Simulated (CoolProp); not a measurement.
The numbers come from the reference Helmholtz-energy equation of state, Bücker 2006 in CoolProp.

Give the vapour pressure (MPa), vapour density (kg/m³), liquid conductivity (mW/(m K)) of saturated isobutane at 335.8 K.


```json
[
 {"T (K)": "335.8", "p (MPa)": "0.924", "vapour density (kg/m³)": "23.9", "liquid conductivity (mW/(m K))": "76.8"}
]
```

Thermal conductivity comes from a separate model (Perkins 2002).
